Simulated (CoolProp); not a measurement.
Vapour-liquid equilibrium of cyclohexane (1) + n-octane (2) at 171.65 °C; x and y are mole fractions of (1).

Values from CoolProp's multi-fluid Helmholtz-energy mixture model, Zhou 2014 and Beckmüller 2019; pair parameters Bell 2016.

### Question
Give the bubble pressure and the first vapour's composition at x = 0.2, 0.275, 0.35. Is there an azeotrope?

### Answer
x = 0.2: 0.4072 MPa, y = 0.363; x = 0.275: 0.4445 MPa, y = 0.464; x = 0.35: 0.4824 MPa, y = 0.552. No azeotrope shows between x = 0.05 and 0.95.

The pair parameters rest on a limited set of measurements; away from them the model extrapolates.
